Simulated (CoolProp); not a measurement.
Properties of nitrous oxide along the isotherm 422.5 K (Tc = 309.5 K, pc = 7.245 MPa, ω = 0.161).

Model: reference Helmholtz-energy equation of state, Lemmon 2006, in CoolProp. It is a short technical equation, of lower accuracy than the large ones.

```json
[
 {"p (MPa)": "0.0344", "phase": "gas", "density (kg/m³)": "0.4312", "isothermal compressibility (1/MPa)": "29.09"},
 {"p (MPa)": "0.0504", "phase": "gas", "density (kg/m³)": "0.6320", "isothermal compressibility (1/MPa)": "19.86"},
 {"p (MPa)": "0.074", "phase": "gas", "density (kg/m³)": "0.9283", "isothermal compressibility (1/MPa)": "13.53"},
 {"p (MPa)": "0.109", "phase": "gas", "density (kg/m³)": "1.368", "isothermal compressibility (1/MPa)": "9.191"},
 {"p (MPa)": "0.16", "phase": "gas", "density (kg/m³)": "2.010", "isothermal compressibility (1/MPa)": "6.267"},
 {"p (MPa)": "0.234", "phase": "gas", "density (kg/m³)": "2.943", "isothermal compressibility (1/MPa)": "4.290"},
 {"p (MPa)": "0.344", "phase": "gas", "density (kg/m³)": "4.335", "isothermal compressibility (1/MPa)": "2.924"},
 {"p (MPa)": "0.504", "phase": "gas", "density (kg/m³)": "6.368", "isothermal compressibility (1/MPa)": "2.001"},
 {"p (MPa)": "0.74", "phase": "gas", "density (kg/m³)": "9.388", "isothermal compressibility (1/MPa)": "1.368"},
 {"p (MPa)": "1.09", "phase": "gas", "density (kg/m³)": "13.91", "isothermal compressibility (1/MPa)": "0.9345"},
 {"p (MPa)": "1.6", "phase": "gas", "density (kg/m³)": "?", "isothermal compressibility (1/MPa)": "?"},
 {"p (MPa)": "2.34", "phase": "gas", "density (kg/m³)": "30.51", "isothermal compressibility (1/MPa)": "0.4447"},
 {"p (MPa)": "3.44", "phase": "gas", "density (kg/m³)": "45.73", "isothermal compressibility (1/MPa)": "0.3084"},
 {"p (MPa)": "5.04", "phase": "gas", "density (kg/m³)": "68.95", "isothermal compressibility (1/MPa)": "0.2165"},
 {"p (MPa)": "7.4", "phase": "supercritical", "density (kg/m³)": "105.7", "isothermal compressibility (1/MPa)": "?"},
 {"p (MPa)": "10.9", "phase": "supercritical", "density (kg/m³)": "?", "isothermal compressibility (1/MPa)": "0.1100"}
]
```

Some entries are withheld; supply them.


- 1.6, density (kg/m³): 20.60
- 1.6, isothermal compressibility (1/MPa): 0.6422
- 7.4, isothermal compressibility (1/MPa): 0.1537
- 10.9, density (kg/m³): 166.1
